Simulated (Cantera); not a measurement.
A Cantera script and its output.

```python
import numpy as np
import cantera as ct

gas = ct.Solution("gri30.yaml")
gas.TPX = 1350, 390000, {'CO': 1, 'H2': 0.052, 'O2': 1.5, 'N2': 5.65}
reactor = ct.IdealGasConstPressureReactor(gas, energy="on", clone=False)
net = ct.ReactorNet([reactor])
net.rtol, net.atol = 1e-08, 1e-16
show = ['CO', 'H2', 'O2', 'OH', 'NO2', 'H2O2']
times = np.geomspace(2e-06, 0.3, 10)

steps = ct.SolutionArray(gas, extra=["t"])
rows = []
print(f"{'t/s':>10s}{'T/K':>9s}{'P/Pa':>11s}" + "".join(f"{s:>11s}" for s in show))
for t in times:
    while net.time < t:
        t_next = net.step()
        steps.append(gas.state, t=t_next)
    rows.append([np.interp(t, steps.t, y) for y in (steps.T, steps.P, *steps(*show).X.T)])
    print(f"{t:10.3e}{rows[-1][0]:9.1f}{rows[-1][1]:11.4g}" + "".join(f"{x:11.3e}" for x in rows[-1][2:]))
rate = np.gradient(steps.T, steps.t)
print("integrator steps:", len(steps.t))
if steps.T.max() > steps.T[0] + 200:
    print(f"time of steepest temperature rise: {steps.t[rate.argmax()]:.4e} s")
gas.TPX = 1350, 390000, {'CO': 1, 'H2': 0.052, 'O2': 1.5, 'N2': 5.65}
gas.equilibrate("HP")
print(f"equilibrium (HP): T = {gas.T:.1f} K  " + "  ".join(f"{s} {gas[s].X[0]:.3e}" for s in show))
```

Result:

```
       t/s      T/K       P/Pa         CO         H2         O2         OH        NO2       H2O2
 2.000e-06   1350.0    3.9e+05  1.219e-01  6.340e-03  1.829e-01  1.899e-08  2.007e-22  5.690e-12
 7.519e-06   1350.0    3.9e+05  1.219e-01  6.339e-03  1.829e-01  4.278e-07  4.662e-19  3.698e-10
 2.827e-05   1385.3    3.9e+05  1.170e-01  3.133e-03  1.777e-01  8.514e-04  3.448e-10  2.800e-06
 1.063e-04   1985.9    3.9e+05  3.264e-02  1.899e-04  1.331e-01  2.671e-03  1.377e-07  1.304e-07
 3.995e-04   2261.4    3.9e+05  6.386e-03  4.809e-05  1.277e-01  1.782e-03  7.387e-07  2.949e-08
 1.502e-03   2302.9    3.9e+05  2.275e-03  1.934e-05  1.267e-01  1.178e-03  9.912e-07  1.947e-08
 5.646e-03   2302.1    3.9e+05  2.159e-03  1.854e-05  1.263e-01  1.151e-03  2.491e-06  1.921e-08
 2.123e-02   2296.4    3.9e+05  2.096e-03  1.809e-05  1.249e-01  1.126e-03  7.286e-06  1.887e-08
 7.980e-02   2286.2    3.9e+05  1.986e-03  1.730e-05  1.223e-01  1.080e-03  1.597e-05  1.827e-08
 3.000e-01   2282.6    3.9e+05  1.949e-03  1.703e-05  1.214e-01  1.065e-03  1.900e-05  1.807e-08
integrator steps: 1325
time of steepest temperature rise: 3.1868e-05 s
equilibrium (HP): T = 2282.6 K  CO 1.949e-03  H2 1.703e-05  O2 1.214e-01  OH 1.064e-03  NO2 1.902e-05  H2O2 1.806e-08
```

Model: GRI-Mech 3.0 (53 species, 325 reactions), integrated in Cantera. The hydrogen kinetics of GRI-Mech 3.0 are dated; newer H2 mechanisms differ, most at raised pressure.
